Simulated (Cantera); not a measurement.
**CH3SiH3 + C2H4 + H2 (silicon carbide growth)**

Input: 1 mol CH3SiH3, 0.0054 mol C2H4, 9.1 mol H2, at 1330 Pa.

Equilibrium computed with Cantera from the NASA thermochemical tables; the gas is ideal and each condensed phase is pure. Candidate condensed phases: C, C6H6, C7H8, C8H18, Si, SiC; 87 gas species. The feed counts by its element totals alone. Gases not in the tables: Si2H6 and higher silanes. Kinetics and transport are ignored.

From 1750 K to 1900 K the condensed part is C(graphite) + SiC(s). From 1975 K to 2200 K the condensed part is SiC(s). At 2275 K the condensed part is C(graphite) + SiC(s). The main Si-bearing gas is Si throughout.

```csv
T (K),log p H2,log p H,log p Si,log p C2H2 (acetylene),n C(graphite),n SiC(s)
1750,-1.88,-4.57,-7.54,-5.82,0.00790,1.000
1825,-1.88,-4.29,-6.91,-5.54,0.00562,1.000
1900,-1.88,-4.04,-6.33,-5.30,0.00197,0.999
1975,-1.88,-3.80,-5.74,-5.16,0,0.998
2050,-1.88,-3.59,-5.21,-5.03,0,0.993
2125,-1.89,-3.38,-4.76,-4.82,0,0.980
2200,-1.90,-3.20,-4.37,-4.56,0,0.950
2275,-1.91,-3.03,-4.00,-4.33,0.0166,0.874
```
log p: log10 of the partial pressure in bar; n: condensed amount in mol.
